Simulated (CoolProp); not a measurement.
Vapour-liquid equilibrium of carbon dioxide (1) + hydrogen sulfide (2) at 1410 kPa; x and y are mole fractions of (1).

Model: multi-fluid Helmholtz-energy mixture model, Span 1996 and Lemmon 2006; pair parameters Kunz 2012, in CoolProp.

Give the bubble temperature and the first vapour's composition at x = 0.35, 0.55, 0.85. Is there an azeotrope?

x = 0.35: 253.6 K, y = 0.681; x = 0.55: 248.6 K, y = 0.775; x = 0.85: 244.2 K, y = 0.902. No azeotrope shows between x = 0.05 and 0.95.

The pair parameters rest on a limited set of measurements; away from them the model extrapolates.
